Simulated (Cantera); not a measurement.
Silicon nitride deposition: SiF4 + N2

Charge: 1 mol SiF4, 1.3 mol N2, at 21.0 Pa.

These are equilibrium values from Cantera (NASA tables, ideal gas, pure condensed phases), not measurements of a reactor. Candidate condensed phases: Si, Si3N4; 16 gas species. The tables' values for SiF3, SiF2 are old estimates; treat these amounts as uncertain. Kinetics and transport are ignored.

From 602 °C to 1702 °C nothing is condensed. The main Si-bearing gas is SiF4 throughout.

| T (°C) | x N2 | x SiF4 | x F | x SiF3 | x SiF2 | x N |
|---|---|---|---|---|---|---|
| 602 | 0.565 | 0.435 | <1e-12 | <1e-12 | <1e-12 | <1e-12 |
| 702 | 0.565 | 0.435 | 3.45e-11 | 3.45e-11 | <1e-12 | <1e-12 |
| 802 | 0.565 | 0.435 | 1.14e-9 | 1.14e-9 | <1e-12 | <1e-12 |
| 902 | 0.565 | 0.435 | 2.10e-8 | 2.08e-8 | <1e-12 | <1e-12 |
| 1002 | 0.565 | 0.435 | 2.41e-7 | 2.41e-7 | <1e-12 | <1e-12 |
| 1102 | 0.565 | 0.435 | 1.95e-6 | 1.95e-6 | 6.34e-12 | <1e-12 |
| 1202 | 0.565 | 0.435 | 1.19e-5 | 1.19e-5 | 1.94e-10 | 1.64e-12 |
| 1302 | 0.565 | 0.435 | 5.75e-5 | 5.75e-5 | 3.82e-9 | 1.96e-11 |
| 1402 | 0.565 | 0.434 | 0.000230 | 0.000230 | 5.28e-8 | 1.74e-10 |
| 1502 | 0.565 | 0.434 | 0.000788 | 0.000787 | 5.41e-7 | 1.21e-9 |
| 1602 | 0.564 | 0.431 | 0.00236 | 0.00235 | 4.31e-6 | 6.83e-9 |
| 1702 | 0.562 | 0.426 | 0.00631 | 0.00626 | 2.78e-5 | 3.24e-8 |
x: gas mole fraction; nothing condenses.
